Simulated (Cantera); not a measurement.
Input (Python, Cantera):

```python
import numpy as np
import cantera as ct

gas = ct.Solution("h2o2.yaml")
gas.TP = 300, 220000
flame = ct.CounterflowDiffusionFlame(gas, width=0.02)
flame.fuel_inlet.X, flame.fuel_inlet.T = {'H2': 1, 'N2': 2}, 425
flame.oxidizer_inlet.X, flame.oxidizer_inlet.T = {'O2': 0.2, 'N2': 0.8}, 748
flame.set_refine_criteria(ratio=3, slope=0.12, curve=0.24, prune=0.03)
show = ['OH', 'H', 'H2O', 'HO2']

rows = []
print(f"{'mdot':>8s}{'a_max':>10s}{'a_mean':>10s}{'Tmax/K':>9s}" + "".join(f"{s:>11s}" for s in show) + "   (peak mole fractions)")
for i, mdot in enumerate([1.3, 2, 3, 4.4, 6.7, 10, 15, 22]):  # kg/m2/s on the oxidiser side
    flame.oxidizer_inlet.mdot, flame.fuel_inlet.mdot = mdot, 0.94 * mdot
    flame.solve(loglevel=0, auto=(i == 0))
    if flame.T.max() < max(425, 748) + 100:
        print(f"{mdot:8.3g}  no burning solution found from the previous one")
        break
    dT = np.abs(np.gradient(flame.T, flame.grid))
    rows.append([flame.strain_rate("max"), flame.strain_rate("mean"), flame.T.max(),
                 *(flame.X[gas.species_index(s)].max() for s in show), max(dT[0], dT[-1]) / dT.max()])
    print(f"{mdot:8.3g}{rows[-1][0]:10.1f}{rows[-1][1]:10.1f}{rows[-1][2]:9.1f}" + "".join(f"{x:11.3e}" for x in rows[-1][3:-1]))
```

Output:

```
    mdot     a_max    a_mean   Tmax/K         OH          H        H2O        HO2   (peak mole fractions)
     1.3     384.0     114.5   2072.3  7.173e-03  4.635e-03  2.072e-01  1.236e-05
       2     580.6     176.2   2042.2  7.559e-03  5.531e-03  2.046e-01  1.909e-05
       3     856.9     264.2   2006.2  7.792e-03  6.473e-03  2.018e-01  2.778e-05
     4.4    1238.4     387.5   1967.9  7.958e-03  7.480e-03  1.985e-01  3.871e-05
     6.7    1860.6     590.1   1930.3  8.193e-03  8.736e-03  1.957e-01  5.314e-05
      10    2741.0     880.8   1889.7  8.278e-03  1.002e-02  1.926e-01  6.907e-05
      15    4053.4    1321.2   1842.9  8.237e-03  1.136e-02  1.889e-01  8.803e-05
      22    5862.2    1937.7   1793.9  8.041e-03  1.261e-02  1.848e-01  1.093e-04
```

Computed with Cantera and the H2/O2 subset of GRI-Mech 3.0, which has no nitrogen chemistry. The hydrogen kinetics of GRI-Mech 3.0 are dated; newer H2 mechanisms differ, most at raised pressure. The maximum strain rate includes the flame's own expansion and is several times the mean.
